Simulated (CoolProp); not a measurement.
Vapour-liquid equilibrium of p-xylene (1) + n-decane (2) at 0.938 MPa; x and y are mole fractions of (1).

Values from CoolProp's multi-fluid Helmholtz-energy mixture model, Zhou 2012 and Lemmon 2006; pair parameters Bell 2016.

| x | bubble temperature (K) | y at the bubble point | dew temperature at overall composition x (K) | liquid density (mol/L) |
|---|---|---|---|---|
| 0.05 | 558.4 | 0.073 | 559.2 | 3.399 |
| 0.2 | 551.1 | 0.277 | 553.9 | 3.692 |
| 0.35 | 544.3 | 0.456 | 548.4 | 4.012 |
| 0.5 | 537.9 | 0.612 | 542.5 | 4.365 |
| 0.65 | 532.0 | 0.747 | 536.3 | 4.760 |
| 0.8 | 526.5 | 0.865 | 529.6 | 5.206 |
| 0.95 | 521.4 | 0.969 | 522.3 | 5.716 |

No azeotrope shows between x = 0.05 and 0.95.

The pair parameters rest on a limited set of measurements; away from them the model extrapolates.
